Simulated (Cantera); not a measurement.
**Thermodynamics of fluorocarbon and chlorocarbon gases, feed CH2F2 + CH4 + H2**

Charge: 1 mol CH2F2, 0.22 mol CH4, 0.1 mol H2, equilibrated at 1625 °C and 41000 Pa.

Method: chemical equilibrium by Gibbs-energy minimisation in Cantera with the NASA 1993 tables (ideal gas, pure condensed phases). Candidate condensed phases: C, C6H6, C7H8, C8H18; 95 gas species. Kinetics and transport are ignored.

```yaml
x(HF): 0.787
x(H2): 0.212
x(H): 0.000563
x(C2H2 (acetylene)): 7.99e-5
x(CH4): 1.04e-5
x(H2F2): 2.14e-6
n(C(graphite)): 1.22 mol
gas_amount: 2.541 mol
```
